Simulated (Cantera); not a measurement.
Input: 1 mol Si(CH3)4, 2.5 mol HCl, 72 mol H2, held at 170 Pa.

These are equilibrium values from Cantera (NASA tables, ideal gas, pure condensed phases), not measurements of a reactor. Candidate condensed phases: C, C6H6, C7H8, C8H18, Si, SiC; 109 gas species. The tables' values for SiCl are old estimates; treat these amounts as uncertain. Gases not in the tables: Si2H6 and higher silanes. Rates play no part.

log p: log10 of the partial pressure in bar; n: condensed amount in mol.

```json
[
 {"T (K)": "1523", "log p H2": "-2.78", "log p H": "-6.03", "log p HCl": "-4.28", "log p Si": "(withheld)", "log p Cl": "-7.62", "log p C2H2 (acetylene)": "-7.71", "n C(graphite)": "3.00", "n SiC(s)": "0.998"},
 {"T (K)": "1573", "log p H2": "-2.78", "log p H": "-5.78", "log p HCl": "-4.28", "log p Si": "(withheld)", "log p Cl": "-7.38", "log p C2H2 (acetylene)": "-7.47", "n C(graphite)": "3.00", "n SiC(s)": "0.997"},
 {"T (K)": "1623", "log p H2": "-2.78", "log p H": "-5.55", "log p HCl": "-4.28", "log p Si": "(withheld)", "log p Cl": "-7.15", "log p C2H2 (acetylene)": "-7.24", "n C(graphite)": "3.00", "n SiC(s)": "0.997"},
 {"T (K)": "1673", "log p H2": "-2.78", "log p H": "-5.34", "log p HCl": "-4.28", "log p Si": "(withheld)", "log p Cl": "-6.94", "log p C2H2 (acetylene)": "-7.03", "n C(graphite)": "3.00", "n SiC(s)": "0.996"},
 {"T (K)": "1723", "log p H2": "-2.79", "log p H": "-5.13", "log p HCl": "-4.28", "log p Si": "(withheld)", "log p Cl": "-6.74", "log p C2H2 (acetylene)": "-6.83", "n C(graphite)": "2.99", "n SiC(s)": "0.994"},
 {"T (K)": "1773", "log p H2": "-2.79", "log p H": "-4.94", "log p HCl": "-4.28", "log p Si": "(withheld)", "log p Cl": "-6.55", "log p C2H2 (acetylene)": "-6.64", "n C(graphite)": "2.99", "n SiC(s)": "0.992"},
 {"T (K)": "1823", "log p H2": "-2.79", "log p H": "-4.76", "log p HCl": "-4.29", "log p Si": "(withheld)", "log p Cl": "-6.37", "log p C2H2 (acetylene)": "-6.46", "n C(graphite)": "2.98", "n SiC(s)": "0.987"},
 {"T (K)": "1873", "log p H2": "-2.79", "log p H": "-4.59", "log p HCl": "-4.29", "log p Si": "(withheld)", "log p Cl": "-6.20", "log p C2H2 (acetylene)": "-6.30", "n C(graphite)": "2.97", "n SiC(s)": "0.976"},
 {"T (K)": "1923", "log p H2": "-2.79", "log p H": "-4.42", "log p HCl": "-4.29", "log p Si": "(withheld)", "log p Cl": "-6.05", "log p C2H2 (acetylene)": "-6.14", "n C(graphite)": "2.97", "n SiC(s)": "0.953"},
 {"T (K)": "1973", "log p H2": "-2.80", "log p H": "-4.27", "log p HCl": "-4.30", "log p Si": "(withheld)", "log p Cl": "-5.90", "log p C2H2 (acetylene)": "-5.99", "n C(graphite)": "2.99", "n SiC(s)": "0.903"},
 {"T (K)": "2023", "log p H2": "-2.80", "log p H": "-4.12", "log p HCl": "-4.31", "log p Si": "(withheld)", "log p Cl": "-5.76", "log p C2H2 (acetylene)": "-5.85", "n C(graphite)": "3.05", "n SiC(s)": "0.797"},
 {"T (K)": "2073", "log p H2": "-2.81", "log p H": "-3.99", "log p HCl": "-4.32", "log p Si": "(withheld)", "log p Cl": "-5.62", "log p C2H2 (acetylene)": "-5.73", "n C(graphite)": "3.19", "n SiC(s)": "0.576"},
 {"T (K)": "2123", "log p H2": "-2.83", "log p H": "-3.86", "log p HCl": "-4.34", "log p Si": "(withheld)", "log p Cl": "-5.50", "log p C2H2 (acetylene)": "-5.61", "n C(graphite)": "3.49", "n SiC(s)": "0.128"},
 {"T (K)": "2173", "log p H2": "-2.84", "log p H": "-3.74", "log p HCl": "-4.35", "log p Si": "(withheld)", "log p Cl": "-5.38", "log p C2H2 (acetylene)": "-5.50", "n C(graphite)": "3.50", "n SiC(s)": "0"}
]
```

### Question
Fill in the missing entries.

### Answer

- 1523, log p Si: -9.84
- 1573, log p Si: -9.28
- 1623, log p Si: -8.75
- 1673, log p Si: -8.25
- 1723, log p Si: -7.79
- 1773, log p Si: -7.34
- 1823, log p Si: -6.93
- 1873, log p Si: -6.53
- 1923, log p Si: -6.16
- 1973, log p Si: -5.81
- 2023, log p Si: -5.47
- 2073, log p Si: -5.15
- 2123, log p Si: -4.84
- 2173, log p Si: -4.78
